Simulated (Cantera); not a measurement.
## Premixed flame

A freely propagating, adiabatic, planar premixed flame of 52.2 % H₂, 10.0 % O₂, 37.8 % N₂, equivalence ratio 2.6, unburnt at 323 K and 0.132 atm; mixture-averaged transport, grid criteria slope 0.08 and curve 0.16, no radiation.

Model: the H2/O2 subset of GRI-Mech 3.0, which has no nitrogen chemistry, integrated in Cantera. Burning velocities carry a grid error of a few per cent, more on coarse grids.

```json
[
 {"z (mm)": "-16.1", "T (K)": "323", "u (m/s)": "2.40", "x H₂": "0.522", "x O₂": "0.100", "x H": "<1e-8", "x O": "<1e-8", "x HO₂": "<1e-8", "x H₂O": "<1e-8"},
 {"z (mm)": "-10.7", "T (K)": "323", "u (m/s)": "2.40", "x H₂": "0.522", "x O₂": "0.100", "x H": "<1e-8", "x O": "<1e-8", "x HO₂": "<1e-8", "x H₂O": "<1e-8"},
 {"z (mm)": "-8.03", "T (K)": "323", "u (m/s)": "2.40", "x H₂": "0.522", "x O₂": "0.100", "x H": "<1e-8", "x O": "<1e-8", "x HO₂": "<1e-8", "x H₂O": "<1e-8"},
 {"z (mm)": "-5.36", "T (K)": "323", "u (m/s)": "2.40", "x H₂": "0.522", "x O₂": "0.100", "x H": "<1e-8", "x O": "<1e-8", "x HO₂": "<1e-8", "x H₂O": "<1e-8"},
 {"z (mm)": "-2.68", "T (K)": "339", "u (m/s)": "2.50", "x H₂": "0.520", "x O₂": "0.100", "x H": "3.25e-5", "x O": "2.16e-6", "x HO₂": "7.77e-5", "x H₂O": "0.000330"},
 {"z (mm)": "-1.34", "T (K)": "598", "u (m/s)": "4.31", "x H₂": "0.488", "x O₂": "0.0938", "x H": "0.00805", "x O": "0.000113", "x HO₂": "4.22e-5", "x H₂O": "0.0207"},
 {"z (mm)": "0", "T (K)": "974", "u (m/s)": "6.83", "x H₂": "0.394", "x O₂": "0.0611", "x H": "0.0509", "x O": "0.00156", "x HO₂": "1.27e-5", "x H₂O": "0.0940"},
 {"z (mm)": "1.34", "T (K)": "1201", "u (m/s)": "8.41", "x H₂": "0.310", "x O₂": "0.0115", "x H": "0.0881", "x O": "0.00126", "x HO₂": "2.21e-6", "x H₂O": "0.189"},
 {"z (mm)": "2.68", "T (K)": "1286", "u (m/s)": "8.99", "x H₂": "0.298", "x O₂": "0.00112", "x H": "0.0893", "x O": "0.000353", "x HO₂": "2.00e-7", "x H₂O": "0.210"},
 {"z (mm)": "5.36", "T (K)": "1371", "u (m/s)": "9.53", "x H₂": "0.303", "x O₂": "9.48e-5", "x H": "0.0792", "x O": "0.000238", "x HO₂": "1.58e-8", "x H₂O": "0.213"},
 {"z (mm)": "10.7", "T (K)": "1467", "u (m/s)": "10.1", "x H₂": "0.313", "x O₂": "6.79e-5", "x H": "0.0658", "x O": "0.000212", "x HO₂": "1.06e-8", "x H₂O": "0.214"},
 {"z (mm)": "21.4", "T (K)": "1565", "u (m/s)": "10.7", "x H₂": "0.322", "x O₂": "5.03e-5", "x H": "0.0515", "x O": "0.000163", "x HO₂": "<1e-8", "x H₂O": "0.216"},
 {"z (mm)": "42.8", "T (K)": "1656", "u (m/s)": "11.3", "x H₂": "0.332", "x O₂": "3.15e-5", "x H": "0.0378", "x O": "0.000106", "x HO₂": "<1e-8", "x H₂O": "0.218"}
]
```
x: mole fraction of selected species; z is measured from the peak of heat release.

```yaml
laminar_burning_velocity: 240 cm/s
thermal_thickness: 5.36 mm
peak x(H): 0.0908
peak x(O): 0.00201
peak x(HO₂): 0.000109
grid_points: 141
```
